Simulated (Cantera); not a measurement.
A closed system holds: 1 mol CuO, 0.98 mol CH4, 0.38 mol N2, held at 2275 K and 0.00520 bar.

Cantera equilibrium calculation (NASA polynomials, part measured and part estimated; ideal gas, pure solids and liquids). Candidate condensed phases: C, C6H6, C7H8, C8H18, Cu, CuO, Cu(OH)2, Cu2O, H2O; 139 gas species. Rates play no part.

Base state: H2 0.396, Cu 0.223, CO 0.218, N2 0.0847, H 0.0741, H2O 0.00393, CO2 0.000392, OH 0.000115 (mole fractions); condensed: gas only.

### Question
What changes in the equilibrium state with this change: CH4 from 0.98 to 0.45 mol?

### Answer
| species | before | after |
|---|---|---|
| Cu | 0.223 | 0.356 |
| H2O | 0.00393 | 0.157 |
| H2 | 0.396 | 0.138 |
| CO2 | 0.000392 | 0.0274 |
| H | 0.0741 | 0.0437 |
| CO | 0.218 | 0.133 |
| N2 | 0.0847 | 0.135 |
| O2 | 6.12e-8 | 0.000804 |
| CuO | 3.36e-7 | 6.14e-5 |

### Question
What changes in the equilibrium state with this change: temperature from 2275 K to 2350 K?

### Answer
```json
[
 {"species": "H2", "before": "0.396", "after": "0.373"},
 {"species": "Cu", "before": "0.223", "after": "0.219"},
 {"species": "CO", "before": "0.218", "after": "0.214"},
 {"species": "H", "before": "0.0741", "after": "0.106"},
 {"species": "N2", "before": "0.0847", "after": "0.0833"},
 {"species": "O", "before": "1.47e-5", "after": "3.53e-5"},
 {"species": "OH", "before": "0.000115", "after": "0.000185"}
]
```

### Question
What changes in the equilibrium state with this change: temperature from 2275 K to 1423 K?

### Answer
```csv
species,before,after
H2,0.396,0.585
CO,0.218,0.294
N2,0.0847,0.114
Cu,0.223,0.000402
H,0.0741,7.05e-5
O,1.47e-5,<1e-9
OH,0.000115,1.29e-8
Cu2,5.94e-5,9.31e-8
CO2,0.000392,0.00109
"Cu(l), mol",0,0.999
```
